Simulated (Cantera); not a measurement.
Feed: 1 mol FeS₂, 180 mol H₂, 0.093 mol H₂O, held at 133 Pa.

Equilibrium computed with Cantera from the NASA thermochemical tables; the gas is ideal and each condensed phase is pure. Candidate condensed phases: Fe, FeO, Fe(OH)₂, Fe(OH)₃, FeS, FeSO₄, FeS₂, Fe₂O₃, Fe₂(SO₄)₃, Fe₃O₄, H₂O, H₂SO₄, S; 22 gas species. Metal and sulfide melt together well below either melting point, which pure phases cannot show. Mutual solubility and eutectic melting of coexisting phases are not modelled. FeS: taken at fixed stoichiometry. Gases not in the tables: S₃ to S₇. Rates play no part.

x: gas mole fraction; n: condensed amount in mol.

```json
[
 {"T (K)": "798", "x H₂": "0.994", "x H": "7.28e-11", "x H₂S": "0.00555", "x Fe": "<1e-12", "x S₂": "5.46e-9", "x SH": "6.21e-9", "n FeS(s)": "1.00", "n Fe(γ)": "0", "n Fe(δ)": "0"},
 {"T (K)": "898", "x H₂": "0.994", "x H": "2.99e-9", "x H₂S": "0.00555", "x Fe": "<1e-12", "x S₂": "1.09e-7", "x SH": "9.75e-8", "n FeS(s)": "1.00", "n Fe(γ)": "0", "n Fe(δ)": "0"},
 {"T (K)": "998", "x H₂": "0.994", "x H": "?", "x H₂S": "0.00555", "x Fe": "?", "x S₂": "?", "x SH": "?", "n FeS(s)": "1.00", "n Fe(γ)": "0", "n Fe(δ)": "0"},
 {"T (K)": "1098", "x H₂": "0.994", "x H": "6.75e-7", "x H₂S": "0.00553", "x Fe": "3.53e-10", "x S₂": "8.69e-6", "x SH": "5.36e-6", "n FeS(s)": "1.00", "n Fe(γ)": "0", "n Fe(δ)": "0"},
 {"T (K)": "1198", "x H₂": "0.994", "x H": "5.19e-6", "x H₂S": "0.00544", "x Fe": "2.66e-8", "x S₂": "4.38e-5", "x SH": "2.38e-5", "n FeS(s)": "1.000", "n Fe(γ)": "0", "n Fe(δ)": "0"},
 {"T (K)": "1298", "x H₂": "0.992", "x H": "2.92e-5", "x H₂S": "0.00698", "x Fe": "7.73e-7", "x S₂": "0.000293", "x SH": "0.000109", "n FeS(s)": "0.617", "n Fe(γ)": "0.383", "n Fe(δ)": "0"},
 {"T (K)": "1398", "x H₂": "0.990", "x H": "0.000129", "x H₂S": "0.00808", "x Fe": "1.09e-5", "x S₂": "0.00131", "x SH": "0.000378", "n FeS(s)": "0", "n Fe(γ)": "0.998", "n Fe(δ)": "0"},
 {"T (K)": "1498", "x H₂": "0.990", "x H": "0.000468", "x H₂S": "0.00608", "x Fe": "0.000108", "x S₂": "0.00210", "x SH": "0.000733", "n FeS(s)": "0", "n Fe(γ)": "0.981", "n Fe(δ)": "0"},
 {"T (K)": "1598", "x H₂": "0.989", "x H": "0.00145", "x H₂S": "0.00434", "x Fe": "0.000792", "x S₂": "0.00267", "x SH": "0.00120", "n FeS(s)": "0", "n Fe(γ)": "0.857", "n Fe(δ)": "0"},
 {"T (K)": "1698", "x H₂": "0.983", "x H": "?", "x H₂S": "?", "x Fe": "?", "x S₂": "0.00290", "x SH": "?", "n FeS(s)": "0", "n Fe(γ)": "0", "n Fe(δ)": "?"},
 {"T (K)": "1798", "x H₂": "0.976", "x H": "0.00953", "x H₂S": "0.00205", "x Fe": "0.00547", "x S₂": "0.00278", "x SH": "0.00226", "n FeS(s)": "0", "n Fe(γ)": "0", "n Fe(δ)": "0"},
 {"T (K)": "1898", "x H₂": "0.965", "x H": "0.0210", "x H₂S": "0.00135", "x Fe": "0.00543", "x S₂": "0.00236", "x SH": "0.00269", "n FeS(s)": "0", "n Fe(γ)": "0", "n Fe(δ)": "0"}
]
```

**Question.** What belongs in the gaps?

**Answer.** 
- 998, x H: 5.87e-8
- 998, x Fe: 1.96e-12
- 998, x S₂: 1.21e-6
- 998, x SH: 8.84e-7
- 1698, x H: 0.00393
- 1698, x H₂S: 0.00301
- 1698, x Fe: 0.00457
- 1698, x SH: 0.00173
- 1698, n Fe(δ): 0.168
